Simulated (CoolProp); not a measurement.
Properties of acetone along the isotherm 299.3 K (Tc = 508.1 K, pc = 46.92 bar, ω = 0.307).

The numbers come from the reference Helmholtz-energy equation of state, Lemmon 2006 in CoolProp. It is a short technical equation, of lower accuracy than the large ones.

```json
[
 {"p (bar)": "0.371", "phase": "liquid", "density (kg/m³)": "783.3", "cp (kJ/(kg K))": "2.146", "expansivity (1/kK)": "1.431", "fugacity coefficient": "0.8481"},
 {"p (bar)": "0.599", "phase": "liquid", "density (kg/m³)": "783.4", "cp (kJ/(kg K))": "2.146", "expansivity (1/kK)": "1.430", "fugacity coefficient": "0.5257"},
 {"p (bar)": "0.968", "phase": "liquid", "density (kg/m³)": "783.4", "cp (kJ/(kg K))": "2.146", "expansivity (1/kK)": "1.430", "fugacity coefficient": "0.3256"},
 {"p (bar)": "1.56", "phase": "liquid", "density (kg/m³)": "783.5", "cp (kJ/(kg K))": "2.146", "expansivity (1/kK)": "1.429", "fugacity coefficient": "0.2024"},
 {"p (bar)": "2.53", "phase": "liquid", "density (kg/m³)": "783.6", "cp (kJ/(kg K))": "2.145", "expansivity (1/kK)": "1.428", "fugacity coefficient": "0.1252"},
 {"p (bar)": "4.08", "phase": "liquid", "density (kg/m³)": "783.7", "cp (kJ/(kg K))": "2.145", "expansivity (1/kK)": "1.426", "fugacity coefficient": "0.07798"},
 {"p (bar)": "6.6", "phase": "liquid", "density (kg/m³)": "784.0", "cp (kJ/(kg K))": "2.144", "expansivity (1/kK)": "1.423", "fugacity coefficient": "0.04857"},
 {"p (bar)": "10.7", "phase": "liquid", "density (kg/m³)": "784.4", "cp (kJ/(kg K))": "2.143", "expansivity (1/kK)": "1.418", "fugacity coefficient": "0.03033"},
 {"p (bar)": "17.2", "phase": "liquid", "density (kg/m³)": "785.1", "cp (kJ/(kg K))": "2.142", "expansivity (1/kK)": "1.410", "fugacity coefficient": "0.01923"},
 {"p (bar)": "27.8", "phase": "liquid", "density (kg/m³)": "786.1", "cp (kJ/(kg K))": "2.140", "expansivity (1/kK)": "1.398", "fugacity coefficient": "0.01228"},
 {"p (bar)": "44.9", "phase": "liquid", "density (kg/m³)": "787.8", "cp (kJ/(kg K))": "2.136", "expansivity (1/kK)": "1.379", "fugacity coefficient": "0.007999"},
 {"p (bar)": "72.6", "phase": "liquid", "density (kg/m³)": "790.5", "cp (kJ/(kg K))": "2.130", "expansivity (1/kK)": "1.349", "fugacity coefficient": "0.005369"},
 {"p (bar)": "117", "phase": "liquid", "density (kg/m³)": "794.5", "cp (kJ/(kg K))": "2.122", "expansivity (1/kK)": "1.306", "fugacity coefficient": "0.003797"}
]
```
